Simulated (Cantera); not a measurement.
A perfectly stirred reactor is fed with CH4 : H2 : O2 : N2 : H2O = 1 : 0.27 : 1.42 : 5.35 : 0.036 (molar parts), at 1.00 bar; it is adiabatic with a 600 K inlet, and is followed from long to short residence time, starting on the burning branch (τ in s: 0.07, 0.03, 0.013, 0.0054, 0.0023, 0.00097, 0.00041, 0.00018, 7.5e-05, 3.2e-05, 1.4e-05, 5.8e-06).

Model: GRI-Mech 3.0 (53 species, 325 reactions), integrated in Cantera.

Question: Predict: blow-out, bracketed by the residence times tried; x(CH4) at τ = 70.0 ms; x(H2) at τ = 70.0 ms; x(O2) at τ = 70.0 ms; x(C2H) at τ = 70.0 ms; x(N2O) at τ = 70.0 ms; x(CH4) at τ = 0.410 ms; x(H2) at τ = 0.410 ms; x(O2) at τ = 0.410 ms; x(C2H) at τ = 0.410 ms; x(N2O) at τ = 0.410 ms.

Answer: 
```json
{
 "blow_out_bracketed_by_the_residence_times_tried": "burning at 0.180 ms, out at 75.0 µs",
 "x(CH4) at τ = 70.0 ms": "0.000110",
 "x(H2) at τ = 70.0 ms": "0.0834",
 "x(O2) at τ = 70.0 ms": "8.30e-5",
 "x(C2H) at τ = 70.0 ms": "4.15e-9",
 "x(N2O) at τ = 70.0 ms": "1.45e-8",
 "x(CH4) at τ = 0.410 ms": "0.00215",
 "x(H2) at τ = 0.410 ms": "0.0765",
 "x(O2) at τ = 0.410 ms": "0.00535",
 "x(C2H) at τ = 0.410 ms": "1.10e-6",
 "x(N2O) at τ = 0.410 ms": "5.18e-8"
}
```
